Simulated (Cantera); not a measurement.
An isothermal, constant-pressure homogeneous reactor starts with NO : N2 = 1 : 17 (molar parts), at 2075 K and 165 Torr. Integrator tolerance rtol = 1e-08.

Model: GRI-Mech 3.0 (53 species, 325 reactions), integrated in Cantera.

Q: What does this change do: temperature 2075 to 1698 K?

A: 
```csv
quantity,before,after
x(NO) at 5.00 s,0.0160 (gas-phase equilibrium 0.00364),0.0549 (gas-phase equilibrium 0.00116)
x(N2) at 5.00 s,0.964 (gas-phase equilibrium 0.970),0.945 (gas-phase equilibrium 0.972)
x(N2O) at 5.00 s,2.02e-7 (gas-phase equilibrium 1.06e-7),1.15e-6 (gas-phase equilibrium 3.52e-8)
x(NO2) at 5.00 s,3.51e-6 (gas-phase equilibrium 9.13e-7),5.05e-6 (gas-phase equilibrium 6.12e-7)
x(O) at 5.00 s,0.000353 (gas-phase equilibrium 0.000401),2.83e-6 (gas-phase equilibrium 1.55e-5)
x(O2) at 5.00 s,0.0196 (gas-phase equilibrium 0.0257),0.000331 (gas-phase equilibrium 0.0272)
```
